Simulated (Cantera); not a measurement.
Feed: 1 mol SiCl4, 1.1 mol Cl2, 13 mol H2, held at 1.00 bar.

Equilibrium computed with Cantera from the NASA thermochemical tables; the gas is ideal and each condensed phase is pure. Candidate condensed phases: Si; 19 gas species. The tables' values for SiCl3 are old estimates; treat these amounts as uncertain. Equilibrium is a limit: real reactors are often held back by kinetics, nucleation or transport. All values below are at 1148 K.

Base state: H2 0.781, HCl 0.153, SiCl4 0.0593, SiHCl3 0.00609, SiCl3 0.000627, SiH2Cl2 7.83e-5, SiCl2 7.30e-5 (mole fractions); condensed: gas only.

### Question
What changes in the equilibrium state with this change: H2 from 13 to 0.65 mol?

### Answer
```csv
species,before,after
HCl,0.153,0.472
SiCl4,0.0593,0.363
Cl2,<1e-9,0.163
H2,0.781,<1e-9
SiHCl3,0.00609,<1e-9
Cl,1.09e-8,0.00108
SiH2Cl2,7.83e-5,<1e-9
SiCl2,7.30e-5,<1e-9
SiCl3,0.000627,3.87e-8
```
